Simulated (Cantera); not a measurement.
Feed: 1 mol C3H8, 0.15 mol H2O, 5.3 mol N2, held at 1498 K and 2100000 Pa.

Method: chemical equilibrium by Gibbs-energy minimisation in Cantera with the NASA 1993 tables (ideal gas, pure condensed phases). Candidate condensed phases: C, C6H6, C7H8, C8H18, H2O; 136 gas species. Rates play no part.

Base state: N2 0.557, H2 0.417, CO 0.0155, CH4 0.00946, HCN 0.000502, NH3 0.000263, H2O 0.000237 (mole fractions); condensed: C(graphite).

**Question.** What changes in the equilibrium state with this change: N2 from 5.3 to 43 mol?

**Answer.** 
| species | before | after |
|---|---|---|
| N2 | 0.557 | 0.909 |
| H2 | 0.417 | 0.0867 |
| CO | 0.0155 | 0.00316 |
| H2O | 0.000237 | 1.00e-5 |
| CH4 | 0.00946 | 0.000410 |
| C(graphite), mol | 2.76 | 2.82 |
